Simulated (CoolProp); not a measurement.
A single-stage vapour-compression cycle with R21: evaporating at 279.15 K (dew point), condensing at 332.15 K (bubble point), superheat 2 K, subcooling 5 K, compressor efficiency 0.85, no pressure losses. Each further row changes one setting.

The numbers come from the reference Helmholtz-energy equation of state, Platzer 1990 in CoolProp. This equation is an older, rougher fit; its heat capacities, sound speeds and derivatives of the liquid may be far off and weren't checked against measurements.

| case | cooling COP | pressure ratio | discharge temperature (K) | refrigerating effect (kJ/kg) | volumetric capacity (kJ/m³) |
|---|---|---|---|---|---|
| as stated | 3.87 | 5.61 | 368.8 | 191 | 788 |
| evaporating temperature 284.15 K | ___ | ___ | ___ | 194 | 957 |
| condensing temperature 327.15 K | ___ | ___ | 361.4 | 197 | 810 |
| subcooling 10 K | 3.98 | 5.61 | 368.8 | 197 | 810 |
| superheat 12 K | 3.84 | 5.61 | 380.0 | 197 | 782 |
| compressor efficiency 0.75 | 3.41 | 5.61 | ___ | 191 | 788 |

### Question
Some entries are withheld; supply them.

### Answer

- evaporating temperature 284.15 K, cooling COP: 4.42
- evaporating temperature 284.15 K, pressure ratio: 4.62
- evaporating temperature 284.15 K, discharge temperature (K): 364.4
- condensing temperature 327.15 K, cooling COP: 4.35
- condensing temperature 327.15 K, pressure ratio: 4.90
- compressor efficiency 0.75, discharge temperature (K): 378.0
